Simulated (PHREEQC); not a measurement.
Dissolve 0.0012 mol/kgw H2SO4, 0.15 mol/kgw ZnSO4 and 0.012 mol/kgw MnSO4 at 25 °C. Closed to the air; pH follows from the charge balance.

Equilibrium calculation in PHREEQC: ion-association model, phreeqc.dat.

Q: The ionic strength comes out as 0.319 mol/kgw. What activity coefficients do SO4-2, Mn+2, H+, Zn(SO4)2-2, HSO4- get?

A: SO4-2 0.25, Mn+2 0.29, H+ 0.78, Zn(SO4)2-2 0.29, HSO4- 0.73.

Precipitation was switched off in this run.
